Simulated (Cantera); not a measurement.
Feed: 1 mol B2O3, 18 mol Cl2, 3.1 mol O2, held at 875 °C and 0.420 Torr.

Cantera equilibrium calculation (NASA polynomials, part measured and part estimated; ideal gas, pure solids and liquids). Candidate condensed phases: B, B2O3; 18 gas species. The tables' values for BOCl are old estimates; treat these amounts as uncertain. Equilibrium is a limit: real reactors are often held back by kinetics, nucleation or transport.

Base state: Cl2 0.761, O2 0.140, Cl 0.0990, ClO 3.82e-5, BOCl 2.72e-5 (mole fractions); condensed: B2O3(l).

Task: What changes in the equilibrium state with this change: temperature from 875 °C to 1450 °C?

Result: 
| species | before | after |
|---|---|---|
| Cl | 0.0990 | 0.879 |
| O2 | 0.140 | 0.0790 |
| B2O3 | 2.78e-6 | 0.0181 |
| Cl2 | 0.761 | 0.00921 |
| BO2 | 5.56e-7 | 0.00446 |
| O | 1.26e-7 | 0.000677 |
| BOCl | 2.72e-5 | 0.00980 |
| ClO | 3.82e-5 | 0.000112 |
| B2O3(l), mol | 1.000 | 0 |

Task: What changes in the equilibrium state with this change: temperature from 875 °C to 800 °C?

Result: 
| species | before | after |
|---|---|---|
| Cl2 | 0.761 | 0.815 |
| O2 | 0.140 | 0.144 |
| Cl | 0.0990 | 0.0411 |
| BOCl | 2.72e-5 | 3.13e-6 |
| ClO | 3.82e-5 | 1.91e-5 |
| B2O3(l), mol | 1.000 | 1.000 |
